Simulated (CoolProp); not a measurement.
Cyclopentane along the isotherm 550 K: density (kg/m³) from the reference equation and from simpler models built on Tc = 511.7 K, pc = 4.583 MPa, ω = 0.202; each cubic takes its own stable root.

Model: reference Helmholtz-energy equation of state, Gedanitz 2015, in CoolProp.

| p (MPa) | phase | reference |
|---|---|---|
| 4.17 | gas | 91.69 |
| 8.33 | supercritical | 357.1 |
| 12.5 | supercritical | 447.5 |
| 16.7 | supercritical | 484.2 |
| 20.8 | supercritical | 507.6 |
| 25 | supercritical | 525.7 |
| 29.2 | supercritical | 540.4 |
| 33.3 | supercritical | 552.6 |
| 37.5 | supercritical | 563.6 |
| 41.7 | supercritical | 573.3 |
| 45.8 | supercritical | 581.9 |

How far does each simpler model (ideal gas, Soave-Redlich-Kwong) lie from the reference over these 11 states: mean and median of the absolute difference, and the worst?


- ideal gas: mean 29.3 %, median 27.1 %, worst -64.2 % at 550 K and 8.33 MPa
- Soave-Redlich-Kwong: mean 5.3 %, median 3.8 %, worst -14.1 % at 550 K and 8.33 MPa
